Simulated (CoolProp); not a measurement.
Vapour-liquid equilibrium of benzene (1) + n-octane (2) at 490.3 K; x and y are mole fractions of (1).

Values from CoolProp's multi-fluid Helmholtz-energy mixture model, Thol 2012 and Beckmüller 2019; pair parameters Bell 2016.

| x | bubble pressure (kPa) | y at the bubble point | dew pressure at overall composition x (kPa) | liquid density (mol/L) |
|---|---|---|---|---|
| 0.05 | 807.4 | 0.098 | 779.4 | 4.548 |
| 0.15 | 922.2 | 0.267 | 839.9 | 4.762 |
| 0.25 | 1040 | 0.405 | 909.5 | 4.996 |
| 0.35 | 1157 | 0.520 | 989.8 | 5.254 |
| 0.45 | 1273 | 0.616 | 1083 | 5.542 |
| 0.55 | 1387 | 0.700 | 1192 | 5.867 |
| 0.65 | 1499 | 0.774 | 1318 | 6.236 |
| 0.75 | 1608 | 0.842 | 1462 | 6.659 |
| 0.85 | 1716 | 0.907 | 1621 | 7.150 |
| 0.95 | 1823 | 0.969 | 1790 | 7.723 |

No azeotrope shows between x = 0.05 and 0.95.

The pair parameters rest on a limited set of measurements; away from them the model extrapolates.
